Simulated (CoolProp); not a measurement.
Vapour-liquid equilibrium of R143a (1) + R134a (2) at 0.0567 MPa; x and y are mole fractions of (1).

Computed with CoolProp (multi-fluid Helmholtz-energy mixture model, Lemmon and Jacobsen 2000 and Tillner-Roth 1994; pair parameters Lemmon 2004).

### Question
Give the bubble temperature and the first vapour's composition at x = 0.15, 0.25, 0.85. Is there an azeotrope?

### Answer
x = 0.15: 230.6 K, y = 0.325; x = 0.25: 228.0 K, y = 0.482; x = 0.85: 216.5 K, y = 0.946. No azeotrope shows between x = 0.05 and 0.95.

The pair parameters rest on a limited set of measurements; away from them the model extrapolates.
